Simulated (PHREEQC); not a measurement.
Synthetic water in mmol/kgw, 20 °C, pH 6.69:

```csv
constituent,mmol/kgw
Na,94.7
K,0.0648
Ca,11.4
Mg,9.25
Cl,116
S(6),10.8
Alkalinity (meq/kgw),0.13
Mn(2),1.38
```

Valence states are taken as typed.

Model: ion-association model, phreeqc.dat, run in PHREEQC.

No solid was allowed to form.

Question: Order these Mn species by the share of Mn that they hold, largest first: MnCl+, MnHCO3+, Mn+2, MnSO4, MnCl2.

Answer: Mn+2 (77 %), MnCl+ (13 %), MnSO4 (9.6 %), MnCl2 (0.34 %), MnHCO3+ (0.28 %)

The pH is 6.69 and the ionic strength 0.158 mol/kgw. Complexes and solids missing from the database can't appear.
